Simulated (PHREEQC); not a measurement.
Consider water at 25 °C with 0.36 mol/kgw H3BO3 and 0.59 mol/kgw Na2SO4. Closed to the air; pH follows from the charge balance.

The numbers come from PHREEQC with the Pitzer model, pitzer.dat.

Each row changes one thing in this solution. Precipitation was switched off in this run.

```json
[
 {"case": "as made", "pH": "4.63", "ionic strength (mol/kgw)": "1.77"},
 {"case": "Na2SO4 from 0.59 to 0.649 mol/kgw", "pH": "4.64", "ionic strength (mol/kgw)": "?"},
 {"case": "diluted 100-fold with water", "pH": "5.90", "ionic strength (mol/kgw)": "?"},
 {"case": "H3BO3 left out", "pH": "7.35", "ionic strength (mol/kgw)": "1.77"},
 {"case": "diluted 2-fold with water", "pH": "5.02", "ionic strength (mol/kgw)": "0.885"},
 {"case": "Na2SO4 left out", "pH": "4.34", "ionic strength (mol/kgw)": "?"}
]
```

Question: Fill in the missing entries.

Answer: 
- Na2SO4 from 0.59 to 0.649 mol/kgw, ionic strength (mol/kgw): 1.95
- diluted 100-fold with water, ionic strength (mol/kgw): 0.0177
- Na2SO4 left out, ionic strength (mol/kgw): 4.30e-5

In brines, pH and single-ion activities rest on the MacInnes convention.
